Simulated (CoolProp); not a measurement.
A Linde-Hampson liquefier for nitrogen: isothermal reversible compression at 300 K from 1 atm to 40 MPa, throttling to 1 atm, return gas leaving the recuperator 10 K below the feed. Each further row changes one setting.

Model: reference Helmholtz-energy equation of state, Span 2000, in CoolProp.

```
case                        liquid yield per pass  compression work (kJ/kg of gas)
--------------------------  ---------------------  -------------------------------
as stated                                   0.070                              542
high pressure 80 MPa                        0.031                              632
warm-end temperature 330 K                  0.045                              599
warm-end gap 15 K                           0.058                              542
```
